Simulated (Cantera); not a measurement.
Silicon epitaxy and polysilicon growth: SiH₂Cl₂ + H₂

Charge: 1 mol SiH₂Cl₂, 18 mol H₂, at 1098 K and 100000 Pa.

Method: chemical equilibrium by Gibbs-energy minimisation in Cantera with the NASA 1993 tables (ideal gas, pure condensed phases). Candidate condensed phases: Si; 19 gas species. The tables' values for SiCl₃ are old estimates; treat these amounts as uncertain. The numbers say what is thermodynamically allowed, not how fast it happens.

The x(H₂) comes out as 0.959. The x(HCl) is 0.0149 and the x(SiCl₄) is 0.0121. The x(SiHCl₃) is 0.0113, the x(SiH₂Cl₂) is 0.00127 and the x(SiCl₃) is 0.000633. The x(SiCl₂) comes out as 0.000467 and the x(SiH₃Cl) comes out as 3.79e-5. The n(Si(s)) comes out as 0.497 mol and the gas amount comes out as 19.51 mol.
